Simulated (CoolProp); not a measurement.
The fluid at 351.39 K and 0.478 MPa is compressed adiabatically to 2.38 MPa with isentropic efficiency 0.6. The same conditions are run with several fluids, on thermodynamics alone (safety and materials aside).

The numbers come from the reference Helmholtz-energy equation of state of each fluid (nitrogen: Span 2000; cyclopropane: Polt 1992; carbon dioxide: Span 1996) in CoolProp. The equations of Platzer and Polt are older, rougher fits.

```csv
fluid,work (kJ/kg),final temperature (K),final density (kg/m³)
nitrogen,(withheld),684.8,(withheld)
cyclopropane,189,(withheld),(withheld)
carbon dioxide,207,(withheld),(withheld)
```

Problem. Some entries are withheld; supply them.

Solution. 
- nitrogen, work (kJ/kg): 355
- nitrogen, final density (kg/m³): 11.6
- cyclopropane, final temperature (K): 462.2
- cyclopropane, final density (kg/m³): 28.9
- carbon dioxide, final temperature (K): 564.9
- carbon dioxide, final density (kg/m³): 22.5
